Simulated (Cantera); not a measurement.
Input: 1 mol Ti(OiPr)4, 14 mol H2O, 18 mol H2, equilibrated at 16.0 Pa.

Equilibrium computed with Cantera from the NASA thermochemical tables; the gas is ideal and each condensed phase is pure. Candidate condensed phases: C, C6H6, C7H8, C8H18, H2O, Ti, TiC, TiO, TiO2, Ti2O3, Ti3O5, Ti4O7; 113 gas species. The feed counts by its element totals alone. Condensed phases not in the tables: Magnéli phases beyond Ti4O7. Equilibrium is a limit: real reactors are often held back by kinetics, nucleation or transport.

Q: What share of the Ti ends up in condensed phases as a function of T (°C), at 1152, 1252, 1352, 1452, 1552, 1652, 1752, 1852?

A: 
```tsv
T (°C)	Ti condensed (%)	as
1152	100.0	TiO2(rutile)
1252	100.0	TiO2(rutile)
1352	100.0	TiO2(rutile)
1452	100.0	TiO2(rutile)
1552	99.8	Ti4O7(s)
1652	98.2	Ti4O7(s)
1752	90.0	Ti4O7(l)
1852	53.6	Ti4O7(l)
```
